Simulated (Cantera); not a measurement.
A freely propagating, adiabatic, planar premixed flame of CH₄ : O₂ : N₂ = 1 : 2.41 : 10.6 (molar parts), equivalence ratio 0.83, unburnt at 350 K and 4.30 bar; mixture-averaged transport, grid criteria slope 0.08 and curve 0.16, no radiation.

Model: GRI-Mech 3.0 (53 species, 325 reactions), integrated in Cantera. Burning velocities carry a grid error of a few per cent, more on coarse grids.

Q: What does this change do: 0.086 parts H2 added?

A: 
| quantity | before | after |
|---|---|---|
| laminar burning velocity | 12.8 cm/s | 14.2 cm/s |
| thermal thickness | 0.267 mm | 0.248 mm |
| peak x(HO₂) | 0.000126 | 0.000135 |
| peak x(C₂H) | 2.13e-8 | 2.45e-8 |

Q: What does this change do: N2 10.6 to 13 parts?

A: 
| quantity | before | after |
|---|---|---|
| laminar burning velocity | 12.8 cm/s | 6.02 cm/s |
| thermal thickness | 0.267 mm | 0.497 mm |
| peak x(HO₂) | 0.000126 | 7.26e-5 |
| peak x(C₂H) | 2.13e-8 | <1e-8 |
